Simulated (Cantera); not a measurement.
Input: 1 mol SiH4, 0.18 mol HCl, 1400 mol H2, at 630 Pa.

Method: chemical equilibrium by Gibbs-energy minimisation in Cantera with the NASA 1993 tables (ideal gas, pure condensed phases). Candidate condensed phases: Si; 19 gas species. Gases not in the tables: Si2H6 and higher silanes. Rates play no part.

### Question
At 1402 °C, list the 5 most abundant gas species with their mole fractions, and the condensed phases.

### Answer
H2 0.998, H 0.00146, HCl 0.000128, Si 6.89e-5, SiH2 1.12e-5. Condensed: Si(s).
